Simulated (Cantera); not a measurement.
Charge: 1 mol SiH4, 0.32 mol Cl2, 200 mol N2, at 1648 K and 410 Pa.

These are equilibrium values from Cantera (NASA tables, ideal gas, pure condensed phases), not measurements of a reactor. Candidate condensed phases: NH4Cl, Si, Si3N4; 28 gas species. Equilibrium is a limit: real reactors are often held back by kinetics, nucleation or transport.

Base state: N2 0.988, H2 0.00881, HCl 0.00209, SiCl2 0.000527, H 0.000131, Cl 2.42e-5, Si 1.89e-5 (mole fractions); condensed: Si3N4(s).

Problem. What changes in the equilibrium state with this change: pressure from 410 Pa to 100000 Pa?

Solution. 
| species | before | after |
|---|---|---|
| N2 | 0.988 | 0.988 |
| H2 | 0.00881 | 0.00836 |
| HCl | 0.00209 | 0.00310 |
| SiCl2 | 0.000527 | 3.15e-5 |
| Si | 1.89e-5 | 1.98e-9 |
| H | 0.000131 | 8.14e-6 |
| Cl | 2.42e-5 | 2.37e-6 |
| Si3N4(s), mol | 0.296 | 0.331 |
